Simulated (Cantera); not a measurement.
**Thermodynamics of sublimation and decomposition of ceramics, feed MgO + C + H2**

Input: 1 mol MgO, a varied amount of C, 0.24 mol H2, equilibrated at 133 Pa.

Method: chemical equilibrium by Gibbs-energy minimisation in Cantera with the NASA 1993 tables (ideal gas, pure condensed phases). Candidate condensed phases: C, C6H6, C7H8, C8H18, H2O, Mg, MgCO3, MgO, Mg(OH)2; 116 gas species. Equilibrium is a limit: real reactors are often held back by kinetics, nucleation or transport.

Question: Map the stable condensed phases over T = 1977, 2052, 2127, 2202, 2277, 2352, 2427, 2502, 2577 °C and n(C) in mol = 0.12, 0.14, 0.17, 0.2, 0.23, 0.27, 0.31, 0.37, 0.43, 0.5, 0.59, 0.69, 0.81.

Answer: 
```
T in °C \ n(C) in mol
         0.12 0.14 0.17  0.2 0.23 0.27 0.31 0.37 0.43  0.5 0.59 0.69 0.81
   2577     A    A    A    A    A    A    A    A    A    A    A    A    A
   2502     A    A    A    A    A    A    A    A    A    A    A    A    A
   2427     A    A    A    A    A    A    A    A    A    A    A    A    A
   2352     A    A    A    A    A    A    A    A    A    A    A    A    A
   2277     A    A    A    A    A    A    A    A    A    A    A    A    A
   2202     A    A    A    A    A    A    A    A    A    A    A    A    A
   2127     B    B    B    B    B    B    B    A    A    A    A    A    A
   2052     B    B    B    B    B    B    B    B    B    B    B    B    A
   1977     B    B    B    B    B    B    B    B    B    B    B    B    B
```
A: gas only; B: MgO.
